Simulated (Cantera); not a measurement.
Feed: 1 mol Al2O3, 1.1 mol HCl, 0.52 mol O2, held at 600 °C and 24.0 Torr.

Method: chemical equilibrium by Gibbs-energy minimisation in Cantera with the NASA 1993 tables (ideal gas, pure condensed phases). Candidate condensed phases: Al, AlCl3, Al2O3, H2O; 29 gas species. Condensed phases not in the tables: AlOCl. The numbers say what is thermodynamically allowed, not how fast it happens.

Base state: HCl 0.454, O2 0.275, H2O 0.136, Cl2 0.135, Cl 9.11e-5 (mole fractions); condensed: Al2O3(s).

Task: What changes in the equilibrium state with this change: HCl from 1.1 to 0.076 mol?

Result: 
| species | before | after |
|---|---|---|
| O2 | 0.275 | 0.871 |
| HCl | 0.454 | 0.0720 |
| H2O | 0.136 | 0.0287 |
| Cl2 | 0.135 | 0.0287 |
| Cl | 9.11e-5 | 4.19e-5 |
| Al2O3(s), mol | 1.00 | 1.00 |
